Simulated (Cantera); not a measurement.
Charge: 1 mol Fe3O4, 0.64 mol CO, 1.9 mol H2, equilibrated at 1652 °C and 0.0100 bar.

These are equilibrium values from Cantera (NASA tables, ideal gas, pure condensed phases), not measurements of a reactor. Candidate condensed phases: C, C6H6, C7H8, C8H18, Fe, Fe(CO)5, FeO, Fe(OH)2, Fe(OH)3, Fe2O3, Fe3O4, H2O; 114 gas species. The tables' stoichiometric FeO is somewhat more stable than real wüstite, so its field is too wide. FeO: taken at fixed stoichiometry. The numbers say what is thermodynamically allowed, not how fast it happens.

Base state: H2 0.384, H2O 0.353, CO 0.205, CO2 0.0438, Fe 0.00766, H 0.00592, OH 0.000470, FeO 0.000116 (mole fractions); condensed: FeO(l).

Problem. What changes in the equilibrium state with this change: Fe3O4 replaced by PbO?

Solution. 
| species | before | after |
|---|---|---|
| H2 | 0.384 | 0.283 |
| Pb | 0 | 0.281 |
| H2O | 0.353 | 0.250 |
| CO2 | 0.0438 | 0.0307 |
| CO | 0.205 | 0.150 |
| Fe | 0.00766 | 0 |
| PbO | 0 | 0.000845 |
| FeO | 0.000116 | 0 |
| FeO(l), mol | 2.98 | 0 |
Further candidate phases: Pb, PbO, PbO2, Pb3O4.
